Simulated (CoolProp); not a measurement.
Properties of dodecamethylpentasiloxane (MD3M) at several states (Tc = 628.0 K, pc = 9.540 bar, ω = 0.730).

The numbers come from the reference Helmholtz-energy equation of state, Thol 2019 in CoolProp.

```json
[
 {"T (K)": "428.1", "p (bar)": "0.288", "phase": "liquid", "density (kg/m³)": "740.5", "fugacity coefficient": "0.4092"},
 {"T (K)": "335", "p (bar)": "0.83", "phase": "liquid", "density (kg/m³)": "834.4", "fugacity coefficient": "0.001493"},
 {"T (K)": "619.5", "p (bar)": "0.994", "phase": "gas", "density (kg/m³)": "7.748", "fugacity coefficient": "0.9599"}
]
```
